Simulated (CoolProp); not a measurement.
A single-stage vapour-compression cycle with fluoroethane (R161): evaporating at 222.15 K (dew point), condensing at 266.15 K (bubble point), superheat 0 K, subcooling 8 K, compressor efficiency 0.65, no pressure losses. Each further row changes one setting.

Model: reference Helmholtz-energy equation of state, Wu 2012, in CoolProp.

```json
[
 {"case": "as stated", "cooling COP": "…", "pressure ratio": "6.58", "discharge temperature (K)": "332.9", "refrigerating effect (kJ/kg)": "367", "volumetric capacity (kJ/m³)": "511"},
 {"case": "evaporating temperature 227.15 K", "cooling COP": "…", "pressure ratio": "5.09", "discharge temperature (K)": "323.6", "refrigerating effect (kJ/kg)": "372", "volumetric capacity (kJ/m³)": "656"},
 {"case": "condensing temperature 261.15 K", "cooling COP": "3.35", "pressure ratio": "5.51", "discharge temperature (K)": "…", "refrigerating effect (kJ/kg)": "378", "volumetric capacity (kJ/m³)": "525"},
 {"case": "subcooling 13 K", "cooling COP": "3.00", "pressure ratio": "6.58", "discharge temperature (K)": "332.9", "refrigerating effect (kJ/kg)": "378", "volumetric capacity (kJ/m³)": "525"},
 {"case": "superheat 10 K", "cooling COP": "2.87", "pressure ratio": "6.58", "discharge temperature (K)": "…", "refrigerating effect (kJ/kg)": "378", "volumetric capacity (kJ/m³)": "…"},
 {"case": "compressor efficiency 0.55", "cooling COP": "…", "pressure ratio": "6.58", "discharge temperature (K)": "…", "refrigerating effect (kJ/kg)": "367", "volumetric capacity (kJ/m³)": "511"}
]
```

Some entries are withheld; supply them.


- as stated, cooling COP: 2.92
- evaporating temperature 227.15 K, cooling COP: 3.43
- condensing temperature 261.15 K, discharge temperature (K): 322.3
- superheat 10 K, discharge temperature (K): 344.4
- superheat 10 K, volumetric capacity (kJ/m³): 501
- compressor efficiency 0.55, cooling COP: 2.47
- compressor efficiency 0.55, discharge temperature (K): 349.1
